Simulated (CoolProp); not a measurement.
Values from CoolProp's reference Helmholtz-energy equation of state, Lemmon 2006. It is a short technical equation, of lower accuracy than the large ones.

Q: Give the vapour pressure (kPa), vapour density (kg/m³), enthalpy of vaporisation (kJ/kg), liquid cp (kJ/(kg K)) of saturated carbon monoxide at -179.45, -170.25 °C.

A: 
```
T (°C)   p (kPa)  vapour density (kg/m³)  enthalpy of vaporisation (kJ/kg)  liquid cp (kJ/(kg K))
-------  -------  ----------------------  --------------------------------  ---------------------
-179.45      331                    13.1                               196                   2.22
-170.25      671                    26.0                               178                   2.36
```
